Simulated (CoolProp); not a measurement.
Saturation properties of carbon monoxide.

The numbers come from the reference Helmholtz-energy equation of state, Lemmon 2006 in CoolProp. It is a short technical equation, of lower accuracy than the large ones.

```json
[
 {"T (K)": "82.8", "p (MPa)": "0.1154", "liquid density (kg/m³)": "788.1", "vapour density (kg/m³)": "4.919", "enthalpy of vaporisation (kJ/kg)": "213.1", "surface tension (mN/m)": "9.27"},
 {"T (K)": "85.6", "p (MPa)": "0.1555", "liquid density (kg/m³)": "775.6", "vapour density (kg/m³)": "6.482", "enthalpy of vaporisation (kJ/kg)": "209.0", "surface tension (mN/m)": "8.68"},
 {"T (K)": "88.5", "p (MPa)": "0.2072", "liquid density (kg/m³)": "762.4", "vapour density (kg/m³)": "8.468", "enthalpy of vaporisation (kJ/kg)": "204.6", "surface tension (mN/m)": "8.07"},
 {"T (K)": "91.4", "p (MPa)": "0.2708", "liquid density (kg/m³)": "748.7", "vapour density (kg/m³)": "10.88", "enthalpy of vaporisation (kJ/kg)": "?", "surface tension (mN/m)": "7.47"},
 {"T (K)": "94.2", "p (MPa)": "0.3449", "liquid density (kg/m³)": "735.1", "vapour density (kg/m³)": "13.68", "enthalpy of vaporisation (kJ/kg)": "195.2", "surface tension (mN/m)": "6.89"},
 {"T (K)": "97.1", "p (MPa)": "0.4364", "liquid density (kg/m³)": "720.5", "vapour density (kg/m³)": "17.12", "enthalpy of vaporisation (kJ/kg)": "?", "surface tension (mN/m)": "6.30"},
 {"T (K)": "99.9", "p (MPa)": "0.5404", "liquid density (kg/m³)": "705.9", "vapour density (kg/m³)": "21.05", "enthalpy of vaporisation (kJ/kg)": "184.4", "surface tension (mN/m)": "5.74"},
 {"T (K)": "102.8", "p (MPa)": "0.6659", "liquid density (kg/m³)": "690.2", "vapour density (kg/m³)": "25.84", "enthalpy of vaporisation (kJ/kg)": "178.4", "surface tension (mN/m)": "5.16"},
 {"T (K)": "105.7", "p (MPa)": "0.8111", "liquid density (kg/m³)": "673.6", "vapour density (kg/m³)": "31.48", "enthalpy of vaporisation (kJ/kg)": "171.8", "surface tension (mN/m)": "4.59"},
 {"T (K)": "108.5", "p (MPa)": "0.9718", "liquid density (kg/m³)": "656.8", "vapour density (kg/m³)": "?", "enthalpy of vaporisation (kJ/kg)": "165.0", "surface tension (mN/m)": "4.06"}
]
```

Question: Fill in the missing entries.

Answer: 
- 91.4, enthalpy of vaporisation (kJ/kg): 199.9
- 97.1, enthalpy of vaporisation (kJ/kg): 189.9
- 108.5, vapour density (kg/m³): 37.88

It boils at 81.6 K under 1 atm.

Surface tension comes from a separate correlation (Mulero 2012).
